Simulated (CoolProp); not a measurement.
Properties of R152A at several states.

Values from CoolProp's reference Helmholtz-energy equation of state, Outcalt 1996. It is a modified Benedict-Webb-Rubin equation, recast in Helmholtz form.

| T (K) | p (bar) | phase | Z | speed of sound (m/s) | Joule-Thomson coefficient (K/MPa) | expansivity (1/kK) | Prandtl number | fugacity coefficient |
|---|---|---|---|---|---|---|---|---|
| 410.1 | 22.8 | gas | 0.8344 | 209.2 | 10.44 | 4.476 | 0.870 | 0.8535 |
| 381.7 | 2.64 | gas | 0.9769 | 227.5 | 12.26 | 2.844 | 0.789 | 0.9773 |
| 389.6 | 13.6 | gas | 0.8836 | 213.0 | 12.03 | 3.909 | 0.842 | 0.8936 |
| 286.6 | 5.41 | liquid | 0.01615 | 706.8 | -0.1545 | 2.615 | 3.04 | 0.6970 |
| 169 | 36.9 | liquid | 0.1483 | 1310 | -0.4172 | 1.554 | 11.7 | 0.0001168 |
| 198.7 | 2.84 | liquid | 0.01022 | 1139 | -0.3881 | 1.704 | 6.48 | 0.01954 |

Viscosity comes from a separate model (Bell 2016), an estimate that may be off by 10 % or more. Thermal conductivity comes from a separate model (Krauss 1996).
